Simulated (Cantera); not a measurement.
# Premixed flame

A freely propagating, adiabatic, planar premixed flame of 9.63 % CH4, 19.0 % O2, 71.4 % N2, unburnt at 650 K and 0.460 bar; mixture-averaged transport, grid criteria slope 0.08 and curve 0.16, no radiation.

Detailed kinetics in Cantera: GRI-Mech 3.0 (53 species, 325 reactions). Burning velocities carry a grid error of a few per cent, more on coarse grids.

| z (mm) | T (K) | u (m/s) | x CH4 | x O2 | x HCN | x NO | x CH2O | x OH |
|---|---|---|---|---|---|---|---|---|
| -1.84 | 650 | 1.83 | 0.0962 | 0.190 | <1e-8 | <1e-8 | 9.56e-8 | <1e-8 |
| -1.23 | 651 | 1.83 | 0.0959 | 0.190 | <1e-8 | <1e-8 | 1.49e-6 | <1e-8 |
| -0.921 | 655 | 1.85 | 0.0954 | 0.189 | <1e-8 | <1e-8 | 8.68e-6 | 9.76e-8 |
| -0.614 | 692 | 1.96 | 0.0923 | 0.186 | 2.84e-8 | 9.32e-8 | 8.21e-5 | 4.03e-6 |
| -0.307 | 1012 | 2.92 | 0.0695 | 0.160 | 5.70e-7 | 1.29e-6 | 0.000641 | 7.73e-5 |
| -0.153 | 1402 | 4.10 | 0.0394 | 0.120 | 1.84e-6 | 3.61e-6 | 0.00115 | 0.000589 |
| 0 | 1782 | 5.27 | 0.0105 | 0.0721 | 4.23e-6 | 8.41e-6 | 0.000852 | 0.00309 |
| 0.153 | 1948 | 5.77 | 0.00103 | 0.0418 | 4.21e-6 | 1.50e-5 | 0.000184 | 0.00768 |
| 0.307 | 1987 | 5.87 | 5.45e-5 | 0.0301 | 1.99e-6 | 1.97e-5 | 1.28e-5 | 0.0104 |
| 0.614 | 2017 | 5.93 | 1.36e-7 | 0.0241 | 2.94e-7 | 2.40e-5 | 3.47e-8 | 0.0116 |
| 1.23 | 2057 | 6.02 | <1e-8 | 0.0216 | <1e-8 | 2.92e-5 | <1e-8 | 0.0117 |
| 2.46 | 2111 | 6.16 | <1e-8 | 0.0198 | <1e-8 | 3.90e-5 | <1e-8 | 0.0115 |
| 4.91 | 2181 | 6.33 | <1e-8 | 0.0175 | <1e-8 | 5.90e-5 | <1e-8 | 0.0109 |
x: mole fraction of selected species; z is measured from the peak of heat release.

| Property | Result |
|---|---|
| laminar burning velocity | 182 cm/s |
| thermal thickness | 0.614 mm |
| peak x(HCN) | 4.80e-6 |
| peak x(CH2O) | 0.00118 |
| peak x(OH) | 0.0117 |
| grid points | 160 |
